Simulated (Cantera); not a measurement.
A Cantera script and what it prints.

```python
import numpy as np
import cantera as ct

gas_names = """
    CL2 Fe2CL6 CCL4 H2 HCL SiCL4
""".split()
cond_names = """
    Fe(a) Fe(c) Fe(d) Fe(L) C(gr) Si(cr) Si(L)
""".split()


# ... load() reads the species with a 1 bar reference pressure and builds the phases ...
species = {s.name: s for s in load("nasa_gas.yaml", gas_names) + load("nasa_condensed.yaml", cond_names)}
# Each term lists the table entries of one substance; the one whose range holds T is used.
reactions = {
    '0.6667 Fe + Cl2(g) = 0.3333 Fe2Cl6(g)':
        [(-0.6666666666666666, ['Fe(a)', 'Fe(c)', 'Fe(d)', 'Fe(L)']), (-1, ['CL2']), (0.3333333333333333, ['Fe2CL6'])],
    '0.5 C + Cl2(g) = 0.5 CCl4(g)':
        [(-0.5, ['C(gr)']), (-1, ['CL2']), (0.5, ['CCL4'])],
    'H2(g) + Cl2(g) = 2 HCl(g)':
        [(-1, ['H2']), (-1, ['CL2']), (2, ['HCL'])],
    '0.5 Si + Cl2(g) = 0.5 SiCl4(g)':
        [(-0.5, ['Si(cr)', 'Si(L)']), (-1, ['CL2']), (0.5, ['SiCL4'])],
}


def pick(names, T):
    return next(species[n] for n in names if species[n].thermo.min_temp <= T <= species[n].thermo.max_temp)


results = []
for label, terms in reactions.items():
    print(label)
    print("     T/K   dH/kJ  dS/(J/K)   dG/kJ   log10 K")
    for T in [1250, 1450, 1650, 1850, 2050, 2250, 2450, 2650]:
        used = [(nu, pick(names, T)) for nu, names in terms]
        dH = sum(nu * s.thermo.h(T) for nu, s in used) / 1e6
        dS = sum(nu * s.thermo.s(T) for nu, s in used) / 1e3
        dG = dH - T * dS / 1e3
        logK = -dG * 1e6 / (ct.gas_constant * T * np.log(10))
        results.append((label, T, dH, dS, dG, logK, [s.name for _, s in used]))
        print(f"{T:8g} {dH:8.1f} {dS:8.1f} {dG:8.1f} {logK:8.2f}")
```

Output:

```
0.6667 Fe + Cl2(g) = 0.3333 Fe2Cl6(g)
     T/K   dH/kJ  dS/(J/K)   dG/kJ   log10 K
    1250   -220.4    -62.4   -142.5     5.95
    1450   -220.5    -62.4   -130.0     4.68
    1650   -220.8    -62.6   -117.5     3.72
    1850   -231.6    -68.6   -104.6     2.95
    2050   -233.3    -69.5    -90.8     2.31
    2250   -235.0    -70.3    -76.9     1.78
    2450   -236.8    -71.1    -62.7     1.34
    2650   -238.7    -71.8    -48.4     0.95
0.5 C + Cl2(g) = 0.5 CCl4(g)
     T/K   dH/kJ  dS/(J/K)   dG/kJ   log10 K
    1250    -43.7    -64.5     37.0    -1.54
    1450    -42.9    -63.9     49.8    -1.79
    1650    -42.2    -63.5     62.5    -1.98
    1850    -41.6    -63.1     75.2    -2.12
    2050    -41.0    -62.8     87.8    -2.24
    2250    -40.6    -62.6    100.3    -2.33
    2450    -40.3    -62.5    112.9    -2.41
    2650    -40.1    -62.4    125.4    -2.47
H2(g) + Cl2(g) = 2 HCl(g)
     T/K   dH/kJ  dS/(J/K)   dG/kJ   log10 K
    1250   -189.7     12.0   -204.7     8.55
    1450   -190.2     11.6   -207.0     7.46
    1650   -190.5     11.4   -209.3     6.63
    1850   -190.8     11.2   -211.6     5.97
    2050   -191.2     11.1   -213.8     5.45
    2250   -191.5     10.9   -216.0     5.01
    2450   -191.9     10.7   -218.2     4.65
    2650   -192.4     10.5   -220.3     4.34
0.5 Si + Cl2(g) = 0.5 SiCl4(g)
     T/K   dH/kJ  dS/(J/K)   dG/kJ   log10 K
    1250   -329.2    -63.9   -249.4    10.42
    1450   -328.8    -63.6   -236.6     8.52
    1650   -328.5    -63.4   -223.9     7.09
    1850   -353.3    -78.0   -208.9     5.90
    2050   -352.9    -77.9   -193.3     4.93
    2250   -352.6    -77.7   -177.8     4.13
    2450   -352.5    -77.6   -162.2     3.46
    2650   -352.4    -77.6   -146.7     2.89
```

Cantera with NASA thermochemical tables; ideal gases at 1 bar, condensed phases pure. Condensed species are held in their standard states even where they would react or evaporate.
